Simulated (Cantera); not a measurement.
Charge: 1 mol Al2O3, 2 mol H2, at 700 K and 0.000160 bar.

These are equilibrium values from Cantera (NASA tables, ideal gas, pure condensed phases), not measurements of a reactor. Candidate condensed phases: Al, Al2O3, H2O; 19 gas species. Equilibrium is a limit: real reactors are often held back by kinetics, nucleation or transport.

Base state: H2 1.00 (mole fractions); condensed: Al2O3(s).

Problem. What changes in the equilibrium state with this change: Al2O3 replaced by SiO2?

Solution. 
| species | before | after |
|---|---|---|
| H2 | 1.00 | 1.00 |
| Al2O3(s), mol | 1.00 | 0 |
| SiO2(α-quartz), mol | 0 | 1.00 |
Further candidate phases: Si, SiO2.
